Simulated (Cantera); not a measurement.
Thermodynamics of fluorocarbon and chlorocarbon gases, feed CF4 + HCl + H2

Charge: 1 mol CF4, 0.82 mol HCl, 0.23 mol H2, held at 1673.15 K and 43.0 mbar.

Cantera equilibrium calculation (NASA polynomials, part measured and part estimated; ideal gas, pure solids and liquids). Candidate condensed phases: C, C6H6, C7H8, C8H18; 118 gas species. Gases not in the tables: C2F6 and larger saturated fluorocarbons. Equilibrium is a limit: real reactors are often held back by kinetics, nucleation or transport.

| Quantity | Value |
|---|---|
| x(HF) | 0.457 |
| x(CF4) | 0.271 |
| x(Cl) | 0.176 |
| x(Cl2) | 0.0481 |
| x(HCl) | 0.0416 |
| x(CClF3) | 0.00508 |
| x(CF2) | 0.00108 |
| x(F) | 0.000209 |
| x(CF3) | 0.000169 |
| n(C(graphite)) | 0.289 mol |
| gas amount | 2.568 mol |
